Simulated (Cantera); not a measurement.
A perfectly stirred reactor is fed with 41.7 % C2H6, 58.3 % N2, at 0.987 atm; it is held at 1700 K, and followed from long to short residence time.

Model: GRI-Mech 3.0 (53 species, 325 reactions), integrated in Cantera. GRI-Mech 3.0 stops at C3 and has no aromatics, soot or wall deposition, so with more carbon than oxygen in the feed, carbon stays in small species such as C2H2 where larger ones or solid carbon would form.

x: mole fraction; the columns are a selection and need not sum to one.

```json
[
 {"τ (s)": "1.8", "x C2H6": "1.40e-5", "x H": "0.000100", "x CH2": "2.91e-8", "x HCN": "7.71e-7", "x CH3": "0.000122", "x C2H2": "0.217", "x C2H": "2.85e-7"},
 {"τ (s)": "0.87", "x C2H6": "2.37e-5", "x H": "0.000102", "x CH2": "3.78e-8", "x HCN": "4.99e-7", "x CH3": "0.000154", "x C2H2": "0.215", "x C2H": "2.93e-7"},
 {"τ (s)": "0.41", "x C2H6": "4.41e-5", "x H": "0.000106", "x CH2": "5.23e-8", "x HCN": "3.48e-7", "x CH3": "0.000205", "x C2H2": "0.213", "x C2H": "3.06e-7"},
 {"τ (s)": "0.19", "x C2H6": "8.59e-5", "x H": "0.000112", "x CH2": "7.63e-8", "x HCN": "2.61e-7", "x CH3": "0.000281", "x C2H2": "0.210", "x C2H": "3.27e-7"},
 {"τ (s)": "0.092", "x C2H6": "0.000162", "x H": "(withheld)", "x CH2": "1.12e-7", "x HCN": "2.12e-7", "x CH3": "0.000378", "x C2H2": "0.207", "x C2H": "3.59e-7"},
 {"τ (s)": "0.043", "x C2H6": "0.000310", "x H": "(withheld)", "x CH2": "1.73e-7", "x HCN": "1.82e-7", "x CH3": "0.000517", "x C2H2": "0.203", "x C2H": "4.08e-7"},
 {"τ (s)": "0.021", "x C2H6": "0.000563", "x H": "(withheld)", "x CH2": "2.65e-7", "x HCN": "1.64e-7", "x CH3": "0.000690", "x C2H2": "0.199", "x C2H": "4.73e-7"},
 {"τ (s)": "0.0097", "x C2H6": "0.00106", "x H": "(withheld)", "x CH2": "4.22e-7", "x HCN": "1.51e-7", "x CH3": "0.000942", "x C2H2": "0.195", "x C2H": "5.62e-7"},
 {"τ (s)": "0.0046", "x C2H6": "0.00195", "x H": "(withheld)", "x CH2": "6.65e-7", "x HCN": "1.41e-7", "x CH3": "0.00127", "x C2H2": "0.188", "x C2H": "6.64e-7"},
 {"τ (s)": "0.0022", "x C2H6": "0.00356", "x H": "(withheld)", "x CH2": "1.04e-6", "x HCN": "1.30e-7", "x CH3": "0.00173", "x C2H2": "0.179", "x C2H": "7.73e-7"},
 {"τ (s)": "0.0010", "x C2H6": "0.00688", "x H": "(withheld)", "x CH2": "1.66e-6", "x HCN": "1.17e-7", "x CH3": "0.00241", "x C2H2": "0.165", "x C2H": "8.81e-7"}
]
```

What belongs in the gaps?


- 0.092, x H: 0.000121
- 0.043, x H: 0.000136
- 0.021, x H: 0.000155
- 0.0097, x H: 0.000183
- 0.0046, x H: 0.000216
- 0.0022, x H: 0.000252
- 0.0010, x H: 0.000291
